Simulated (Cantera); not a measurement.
A freely propagating, adiabatic, planar premixed flame of 43.1 % H2, 12.0 % O2, 44.9 % N2, unburnt at 573 K and 100.0 Torr; unity-Lewis-number transport, grid criteria slope 0.08 and curve 0.16, no radiation.

Model: the H2/O2 subset of GRI-Mech 3.0, which has no nitrogen chemistry, integrated in Cantera. Unity Lewis numbers drop preferential diffusion, which matters most where H2 and H carry the flame. Burning velocities carry a grid error of a few per cent, more on coarse grids.

x: mole fraction of selected species; z is measured from the peak of heat release.

| z (mm) | T (K) | u (m/s) | x H2 | x O2 | x H2O2 | x H2O | x HO2 | x OH |
|---|---|---|---|---|---|---|---|---|
| -14.9 | 573 | 3.91 | 0.431 | 0.120 | <1e-8 | <1e-8 | <1e-8 | <1e-8 |
| -9.93 | 573 | 3.91 | 0.431 | 0.120 | <1e-8 | 1.46e-8 | <1e-8 | <1e-8 |
| -7.45 | 573 | 3.91 | 0.431 | 0.120 | <1e-8 | 1.38e-7 | 1.16e-8 | <1e-8 |
| -4.96 | 573 | 3.91 | 0.431 | 0.120 | <1e-8 | 6.15e-6 | 5.02e-7 | <1e-8 |
| -2.48 | 586 | 3.99 | 0.430 | 0.119 | 4.04e-7 | 0.00168 | 3.87e-5 | [?] |
| -1.24 | 731 | 4.94 | 0.405 | 0.108 | 3.55e-7 | 0.0263 | 2.96e-5 | [?] |
| 0 | 1123 | 7.42 | 0.249 | 0.0448 | 2.13e-7 | 0.152 | 8.49e-6 | [?] |
| 1.24 | 1359 | 8.86 | 0.152 | 0.00643 | 2.21e-7 | 0.230 | 1.07e-6 | [?] |
| 2.48 | 1464 | 9.47 | 0.151 | 0.00298 | 2.10e-7 | 0.238 | 4.42e-7 | [?] |
| 4.96 | 1586 | 10.2 | 0.161 | 0.00237 | 1.65e-7 | 0.241 | 3.10e-7 | [?] |
| 9.93 | 1722 | 10.9 | 0.171 | 0.00184 | 1.02e-7 | 0.245 | 2.18e-7 | 0.00696 |
| 19.9 | 1860 | 11.7 | 0.182 | 0.00128 | 5.40e-8 | 0.249 | 1.46e-7 | 0.00725 |
| 39.7 | 1991 | 12.3 | 0.191 | 0.000784 | 2.76e-8 | 0.254 | 9.49e-8 | 0.00680 |

Question: Complete the blanks.

Answer: 
- -2.48, x OH: 6.38e-6
- -1.24, x OH: 0.000155
- 0, x OH: 0.00187
- 1.24, x OH: 0.00402
- 2.48, x OH: 0.00504
- 4.96, x OH: 0.00611
